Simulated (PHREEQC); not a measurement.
## Metal-bearing waste water: speciation

Dissolve 0.088 mol MnSO4, 0.00018 mol ZnCl2, 0.0012 mol NaF and 0.0017 mol NaCl per kg of water at 30 °C. Closed to the air; pH follows from the charge balance.

The numbers come from PHREEQC with the ion-association model, phreeqc.dat.

pH: 6.36
ionic strength: 0.193 mol/kgw
specific conductance: 9010 µS/cm
density: 1.008 g/cm³

```
species  molality  activity   log γ
-------  --------  --------  ------
Mn+2       0.0474    0.0156  -0.484
SO4-2      0.0473    0.0139  -0.532
MnSO4      0.0404    0.0422   0.019
Na+       0.00270   0.00202  -0.126
Cl-       0.00194   0.00139  -0.145
F-        0.00109  0.000769  -0.150
NaSO4-   0.000195  0.000145  -0.127
```

This is a speciation only: nothing precipitates in the calculation.
